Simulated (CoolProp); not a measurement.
Vapour-liquid equilibrium of methane (1) + ethylene (2) at 0.0716 MPa; x and y are mole fractions of (1).

Values from CoolProp's multi-fluid Helmholtz-energy mixture model, Setzmann 1991 and Smukala 2000; pair parameters Bell 2016.

| x | bubble temperature (°C) | y at the bubble point | dew temperature at overall composition x (°C) | liquid density (mol/L) |
|---|---|---|---|---|
| 0.05 | -129.3 | 0.774 | -110.2 | 21.63 |
| 0.15 | -146.9 | 0.963 | -111.9 | [?] |
| 0.25 | -153.7 | 0.986 | -113.8 | 23.47 |
| 0.35 | -157.3 | 0.992 | -115.9 | 24.00 |
| 0.45 | -159.4 | 0.995 | -118.2 | 24.46 |
| 0.55 | [?] | [?] | -120.9 | 24.89 |
| 0.65 | -162.0 | 0.997 | -124.1 | 25.30 |
| 0.75 | [?] | 0.998 | -128.1 | 25.70 |
| 0.85 | [?] | 0.999 | -133.8 | 26.10 |
| 0.95 | -165.0 | 1.000 | -144.3 | 26.49 |

### Question
Complete the blanks.

### Answer

- 0.15, liquid density (mol/L): 22.79
- 0.55, bubble temperature (°C): -160.9
- 0.55, y at the bubble point: 0.996
- 0.75, bubble temperature (°C): -163.0
- 0.85, bubble temperature (°C): -164.0

No azeotrope shows between x = 0.05 and 0.95.

Pair parameters are fitted to limited data, so mixtures are less certain than the pure fluids. With so large a gap from Raoult's law the liquid may split in two, which this calculation doesn't test in full.
